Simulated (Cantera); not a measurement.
Charge: 1 mol Al, 1.3 mol NH3, 27 mol N2, at 0.000230 bar.

Method: chemical equilibrium by Gibbs-energy minimisation in Cantera with the NASA 1993 tables (ideal gas, pure condensed phases). Candidate condensed phases: Al, AlN; 13 gas species. Rates play no part.

Question: Which condensed phases are stable at each of these points (T (°C)): 525, 625, 725, 825, 925, 1025, 1125, 1225, 1325, 1425, 1525, 1625, 1725?

Answer: 
```tsv
T (°C)	condensed phases	Al condensed (%)
525	AlN(s)	100.0
625	AlN(s)	100.0
725	AlN(s)	100.0
825	AlN(s)	100.0
925	AlN(s)	100.0
1025	AlN(s)	100.0
1125	AlN(s)	100.0
1225	AlN(s)	99.9
1325	AlN(s)	98.8
1425	AlN(s)	79.2
1525	gas only	0.0
1625	gas only	0.0
1725	gas only	0.0
```

From 525 °C to 1425 °C the condensed part is AlN(s). From 1525 °C to 1725 °C nothing is condensed.
